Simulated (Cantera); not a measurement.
Source: NASA polynomial tables (part measured, part estimated), evaluated in Cantera. Values are per mole of reaction as written; species without (g) are pure solids or liquids, kept so even where they would boil at 1 bar.

Task: Between 300 and 1425 K, where is each reaction favourable under standard conditions?
- H(g) + LiCl(g) → Li + HCl(g)
- 2 OH(g) + 2 LiCl → H2O(g) + Li2O + 2 Cl(g)

Result: 
- H(g) + LiCl(g) → Li + HCl(g): ΔG° is -81 kJ at 300 K and 36 kJ at 1425 K; it changes sign between 1025 and 1125 K. ΔH° is -109 kJ and ΔS° -102 J/K at 1425 K.
- 2 OH(g) + 2 LiCl → H2O(g) + Li2O + 2 Cl(g): ΔG° is 119 kJ at 300 K and 82 kJ at 1425 K; it stays positive (K < 1). ΔH° is 85 kJ and ΔS° 2 J/K at 1425 K.
